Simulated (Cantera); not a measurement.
**Equilibrium for halide evaporation, hydrolysis and transport: MgF₂ + H₂O + H₂ + O₂**

Input: 1 mol MgF₂, 1.1 mol H₂O, 0.73 mol H₂, 0.25 mol O₂, held at 1023 K and 0.880 Pa.

These are equilibrium values from Cantera (NASA tables, ideal gas, pure condensed phases), not measurements of a reactor. Candidate condensed phases: H₂O, Mg, MgF₂, MgO, Mg(OH)₂; 31 gas species. Kinetics and transport are ignored.

| Property | Value |
|---|---|
| x(HF) | 0.707 |
| x(H₂O) | 0.212 |
| x(H₂) | 0.0813 |
| x(MgF₂) | 3.90e-6 |
| n(MgO(s)) | 1.000 mol |
| gas amount | 2.830 mol |
| log10 activity of MgF₂(s) (absent) | -0.08 |
| log10 activity of Mg(l) (absent) | -15.69 |
